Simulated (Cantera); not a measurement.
What does this Cantera script print?

```python
import numpy as np
import cantera as ct

gas_names = """
    Fe FeO Fe(OH)2 H HO2 H2 H2O H2O2 O OH O2 O3
""".split()
cond_names = """
    Fe(a) Fe(c) Fe(d) Fe(L) FeO(s) FeO(L) Fe(OH)2(s) Fe(OH)3(s) Fe2O3(s) Fe3O4(s) H2O(s) H2O(L)
""".split()


def load(file, names, dense=False):
    # The tables refer to 1 bar. Condensed volumes are neglected.
    table = {s.name: s for s in ct.Species.list_from_file(file)}
    out = []
    for n in names:
        d = dict(table[n].input_data)
        d["thermo"] = dict(d["thermo"], **{"reference-pressure": 1e5})
        if dense:
            d["equation-of-state"] = {"model": "constant-volume", "density": "1e6 g/cm^3"}
        out.append(ct.Species.from_dict(d))
    return out


gas = ct.Solution(thermo="ideal-gas", species=load("nasa_gas.yaml", gas_names))
cond = {s.name: ct.Solution(thermo="fixed-stoichiometry", species=[s], name=s.name)
        for s in load("nasa_condensed.yaml", cond_names, dense=True)}
atoms = {
    'Fe3O4': {'Fe': 3, 'O': 4},
    'H2': {'H': 2},
    'H2O': {'H': 2, 'O': 1},
}
top_T = {'Fe2O3(s)': 1830, 'Fe3O4(s)': 1870}  # K; cautious upper limits of use, not melting points


def equilibrate(T, P, feed):
    n = {}
    for name, mol in feed.items():
        for a, k in atoms[name].items():
            n[a] = n.get(a, 0.0) + k * mol
    gas.TPX = T, P, n
    mass = sum(n.values()) * gas.mean_molecular_weight
    gas.equilibrate("TP")
    valid = [c for c in cond.values() if c.min_temp <= T <= top_T.get(c.name, c.max_temp)]
    mix = ct.Mixture([(gas, mass / gas.mean_molecular_weight)] + [(c, 0.0) for c in valid])
    mix.T, mix.P = T, P
    mix.equilibrate("TP", solver="vcs", rtol=1e-11, max_steps=5000)
    return mix


results = []
feed = {'Fe3O4': 1, 'H2': 2, 'H2O': 0.049}  # mol
P = 32  # Pa
for T in [1600, 1675, 1750, 1825, 1900, 1975, 2050]:
    mix = equilibrate(T, P, feed)
    results.append((T, P, feed, dict(zip(mix.species_names, mix.species_moles))))
    x = sorted(zip(gas.X, gas.species_names), reverse=True)
    print(f"T = {T:g} K  P = {P:g} Pa  gas = {mix.phase_moles(0):.4g} mol")
    print("   x: " + "  ".join(f"{s} {v:.3e}" for v, s in x if v > 1e-06))
    print("   condensed (mol): " + ("  ".join(f"{mix.phase(i).name} {mix.phase_moles(i):.4g}"
          for i in range(1, mix.n_phases) if mix.phase_moles(i) > 1e-12) or "none"))
```

Result:

```
T = 1600 K  P = 32 Pa  gas = 2.054 mol
   x: H2O 5.120e-01  H2 4.843e-01  H 2.115e-03  Fe 1.484e-03  OH 8.756e-05  Fe(OH)2 1.948e-05  FeO 9.363e-06
   condensed (mol): FeO(s) 2.997
T = 1675 K  P = 32 Pa  gas = 2.066 mol
   x: H2O 5.132e-01  H2 4.763e-01  Fe 5.687e-03  H 4.479e-03  OH 2.335e-04  FeO 4.795e-05  Fe(OH)2 3.461e-05  O 1.774e-06
   condensed (mol): FeO(L) 2.988
T = 1750 K  P = 32 Pa  gas = 2.096 mol
   x: H2O 5.174e-01  H2 4.552e-01  Fe 1.771e-02  H 8.772e-03  OH 5.846e-04  FeO 2.016e-04  Fe(OH)2 5.587e-05  O 8.864e-06  O2 4.493e-06
   condensed (mol): FeO(L) 2.962
T = 1825 K  P = 32 Pa  gas = 2.169 mol
   x: H2O 5.280e-01  H2 4.079e-01  Fe 4.602e-02  H 1.572e-02  OH 1.423e-03  FeO 7.486e-04  Fe(OH)2 8.758e-05  O 4.213e-05  O2 2.405e-05
   condensed (mol): FeO(L) 2.898
T = 1900 K  P = 32 Pa  gas = 2.311 mol
   x: H2O 5.459e-01  H2 3.262e-01  Fe 9.613e-02  H 2.533e-02  OH 3.483e-03  FeO 2.491e-03  O 2.033e-04  O2 1.485e-04  Fe(OH)2 1.341e-04
   condensed (mol): FeO(L) 2.772
T = 1975 K  P = 32 Pa  gas = 2.536 mol
   x: H2O 5.615e-01  H2 2.239e-01  Fe 1.599e-01  H 3.619e-02  OH 8.649e-03  FeO 7.526e-03  O2 1.116e-03  O 1.029e-03  Fe(OH)2 1.979e-04
   condensed (mol): FeO(L) 2.575
T = 2050 K  P = 32 Pa  gas = 2.901 mol
   x: H2O 5.417e-01  Fe 2.250e-01  H2 1.310e-01  H 4.589e-02  FeO 2.086e-02  OH 2.075e-02  O2 9.303e-03  O 5.247e-03  Fe(OH)2 2.661e-04
   condensed (mol): FeO(L) 2.286
```

Equilibrium computed with Cantera from the NASA thermochemical tables; the gas is ideal and each condensed phase is pure. The tables' stoichiometric FeO is somewhat more stable than real wüstite, so its field is too wide. FeO: taken at fixed stoichiometry.
